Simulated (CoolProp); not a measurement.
Properties of diethyl ether along the isobar 4.5 MPa (Tc = 467.9 K, pc = 3.717 MPa, ω = 0.282).

The numbers come from the reference Helmholtz-energy equation of state, Thol 2014 in CoolProp.

```json
[
 {"T (K)": "438.2", "phase": "liquid", "density (kg/m³)": "508.4", "fugacity coefficient": "0.4104"},
 {"T (K)": "450.4", "phase": "liquid", "density (kg/m³)": "477.0", "fugacity coefficient": "0.4723"},
 {"T (K)": "462.6", "phase": "liquid", "density (kg/m³)": "435.2", "fugacity coefficient": "0.5353"},
 {"T (K)": "474.8", "phase": "supercritical", "density (kg/m³)": "359.4", "fugacity coefficient": "0.5967"},
 {"T (K)": "487", "phase": "supercritical", "density (kg/m³)": "196.1", "fugacity coefficient": "0.6459"},
 {"T (K)": "499.2", "phase": "supercritical", "density (kg/m³)": "150.4", "fugacity coefficient": "0.6809"},
 {"T (K)": "511.4", "phase": "supercritical", "density (kg/m³)": "130.0", "fugacity coefficient": "0.7098"},
 {"T (K)": "523.6", "phase": "supercritical", "density (kg/m³)": "117.1", "fugacity coefficient": "0.7349"},
 {"T (K)": "535.8", "phase": "supercritical", "density (kg/m³)": "107.8", "fugacity coefficient": "0.7571"},
 {"T (K)": "548", "phase": "supercritical", "density (kg/m³)": "100.6", "fugacity coefficient": "0.7770"}
]
```
